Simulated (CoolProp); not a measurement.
Vapour-liquid equilibrium of R143a (1) + fluoroethane (R161) (2) at 185.1 K; x and y are mole fractions of (1).

Computed with CoolProp (multi-fluid Helmholtz-energy mixture model, Lemmon and Jacobsen 2000 and Wu 2012; pair parameters Bell 2016).

### Question
Give the bubble pressure and the first vapour's composition at x = 0.25, 0.35, 0.75. Is there an azeotrope?

### Answer
x = 0.25: 0.05908 bar, y = 0.398; x = 0.35: 0.06338 bar, y = 0.509; x = 0.75: 0.07903 bar, y = 0.841. No azeotrope shows between x = 0.05 and 0.95.

Pair parameters are fitted to limited data, so mixtures are less certain than the pure fluids.
